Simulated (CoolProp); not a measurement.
Vapour-liquid equilibrium of methanol (1) + hexamethyldisiloxane (MM) (2) at 333.6 K; x and y are mole fractions of (1).

The numbers come from the multi-fluid Helmholtz-energy mixture model, de Reuck 1993 and Thol 2016; pair parameters Bell 2016 in CoolProp.

**Question.** Give the bubble pressure and the first vapour's composition at x = 0.5, 0.8, 0.95. Is there an azeotrope?

**Answer.** x = 0.5: 0.08242 MPa, y = 0.777; x = 0.8: 0.08733 MPa, y = 0.839; x = 0.95: 0.08733 MPa, y = 0.941. y crosses x between x = 0.8 and 0.95: the model has an azeotrope there.

The pair parameters rest on a limited set of measurements; away from them the model extrapolates. With so large a gap from Raoult's law the liquid may split in two, which this calculation doesn't test in full.
